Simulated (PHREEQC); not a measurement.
Solution (20 °C): 0.028 mol/kgw H2SeO4, 0.00031 mol/kgw H3PO4 and 0.0012 mol/kgw FeCl3. Closed to the air; pH follows from the charge balance.

All values are PHREEQC results (ion-association model, wateq4f.dat), not measurements.

Precipitation was switched off in this run.

Q: Order these Fe species by the share of Fe that they hold, largest first: Fe+3, FeOH+2, FeCl+2, FeH2PO4+2.

A: Fe+3 (69 %), FeH2PO4+2 (24 %), FeOH+2 (4.4 %), FeCl+2 (2.5 %)

Q: Order these P species by the share of P that they hold, largest first: H2PO4-, FeH2PO4+2, H3PO4.

A: FeH2PO4+2 (95 %), H3PO4 (4.4 %), H2PO4- (1.1 %)

The pH is 1.43 and the ionic strength 0.0660 mol/kgw. The solution is supersaturated, for example in Strengite, Hematite (slow to form), so a real one may precipitate; this is no full list. Species that the database lacks are ignored. H3PO4, which wateq4f.dat lacks, is added to it with the constant of phreeqc.dat.
